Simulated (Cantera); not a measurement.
A Cantera script and its output.

```python
import numpy as np
import cantera as ct

gas = ct.Solution("gri30.yaml")
gas.TPX = 1773, 100000, {'CO': 2.2, 'H2': 0.037, 'CH4': 0.043, 'O2': 0.851, 'N2': 8.51}
reactor = ct.IdealGasConstPressureReactor(gas, energy="on", clone=False)
net = ct.ReactorNet([reactor])
net.rtol, net.atol = 1e-08, 1e-16
show = ['CO', 'H2', 'CH4', 'OH', 'CH2O', 'HCO', 'H']
times = np.geomspace(4e-06, 3, 12)

steps = ct.SolutionArray(gas, extra=["t"])
rows = []
print(f"{'t/s':>10s}{'T/K':>9s}{'P/Pa':>11s}" + "".join(f"{s:>11s}" for s in show))
for t in times:
    while net.time < t:
        t_next = net.step()
        steps.append(gas.state, t=t_next)
    rows.append([np.interp(t, steps.t, y) for y in (steps.T, steps.P, *steps(*show).X.T)])
    print(f"{t:10.3e}{rows[-1][0]:9.1f}{rows[-1][1]:11.4g}" + "".join(f"{x:11.3e}" for x in rows[-1][2:]))
rate = np.gradient(steps.T, steps.t)
print("integrator steps:", len(steps.t))
if steps.T.max() > steps.T[0] + 200:
    print(f"time of steepest temperature rise: {steps.t[rate.argmax()]:.4e} s")
gas.TPX = 1773, 100000, {'CO': 2.2, 'H2': 0.037, 'CH4': 0.043, 'O2': 0.851, 'N2': 8.51}
gas.equilibrate("HP")
print(f"equilibrium (HP): T = {gas.T:.1f} K  " + "  ".join(f"{s} {gas[s].X[0]:.3e}" for s in show))
```

Result:

```
       t/s      T/K       P/Pa         CO         H2        CH4         OH       CH2O        HCO          H
 4.000e-06   1773.0      1e+05  1.890e-01  3.178e-03  3.693e-03  5.703e-07  1.238e-08  6.186e-11  5.540e-07
 1.368e-05   1773.0      1e+05  1.890e-01  3.174e-03  3.678e-03  5.332e-06  5.214e-07  5.079e-10  4.878e-06
 4.680e-05   1805.2      1e+05  1.859e-01  3.443e-03  1.074e-03  1.315e-03  2.022e-04  1.410e-05  1.715e-03
 1.601e-04   2008.6      1e+05  1.316e-01  9.682e-04  5.038e-17  2.788e-03  9.989e-11  1.923e-07  1.219e-02
 5.476e-04   2274.5      1e+05  1.168e-01  1.204e-03  5.477e-18  3.741e-03  4.947e-11  8.496e-08  6.218e-03
 1.873e-03   2519.7      1e+05  9.717e-02  1.056e-03  5.901e-18  3.377e-03  3.614e-11  2.611e-08  2.368e-03
 6.407e-03   2617.7      1e+05  8.726e-02  9.475e-04  1.342e-17  2.681e-03  3.298e-11  1.372e-08  1.318e-03
 2.191e-02   2617.1      1e+05  8.721e-02  9.531e-04  1.443e-17  2.602e-03  3.332e-11  1.341e-08  1.279e-03
 7.496e-02   2616.9      1e+05  8.722e-02  9.534e-04  1.445e-17  2.600e-03  3.333e-11  1.341e-08  1.279e-03
 2.564e-01   2616.9      1e+05  8.722e-02  9.534e-04  1.445e-17  2.600e-03  3.333e-11  1.341e-08  1.279e-03
 8.771e-01   2616.9      1e+05  8.722e-02  9.534e-04  1.445e-17  2.600e-03  3.333e-11  1.341e-08  1.279e-03
 3.000e+00   2616.9      1e+05  8.722e-02  9.534e-04  1.445e-17  2.600e-03  3.333e-11  1.341e-08  1.279e-03
integrator steps: 1413
time of steepest temperature rise: 4.7202e-05 s
equilibrium (HP): T = 2616.9 K  CO 8.722e-02  H2 9.534e-04  CH4 2.088e-17  OH 2.600e-03  CH2O 3.333e-11  HCO 1.341e-08  H 1.279e-03
```

Cantera simulation using GRI-Mech 3.0 (53 species, 325 reactions); the numbers are that mechanism's predictions, not measurements.
